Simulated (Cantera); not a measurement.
A jet of 1.52 % CH₄, 18.3 % O₂, 80.2 % N₂, equivalence ratio 0.17 at 300 K and 41.3 Torr hits a platinum plate 5.4 cm away at a mass flux of 0.04 kg/m²/s; the plate temperature is set and raised in steps from an oxygen-covered start.

Computed with Cantera and Deutschmann's 1995 Pt surface mechanism with GRI-Mech 3.0 gas chemistry. Catalytic surfaces can have several steady states; this one follows from the mechanism file's or the stated starting coverage.

x: mole fraction at the wall; θ: surface coverage.

| plate T (K) | wall x CH₄ | wall x O₂ | wall x H₂O | wall x OH | wall x CO | wall x CO₂ | θ free Pt | θ O* |
|---|---|---|---|---|---|---|---|---|
| 950 | 0.00879 | 0.169 | 0.0120 | ___ | 4.60e-6 | 0.00784 | 0.266 | 0.733 |
| 1000 | 0.00693 | 0.165 | 0.0154 | ___ | 4.88e-6 | 0.0101 | 0.335 | 0.665 |
| 1050 | 0.00547 | 0.162 | 0.0181 | ___ | 5.11e-6 | 0.0118 | 0.403 | 0.597 |
| 1100 | 0.00439 | 0.160 | 0.0200 | ___ | 5.38e-6 | 0.0131 | 0.469 | 0.530 |
| 1150 | 0.00360 | 0.158 | 0.0214 | ___ | 5.76e-6 | 0.0140 | 0.533 | 0.466 |

Question: Fill in the missing entries.

Answer: 
- 950, wall x OH: 7.84e-8
- 1000, wall x OH: 2.20e-7
- 1050, wall x OH: 5.44e-7
- 1100, wall x OH: 1.21e-6
- 1150, wall x OH: 2.45e-6
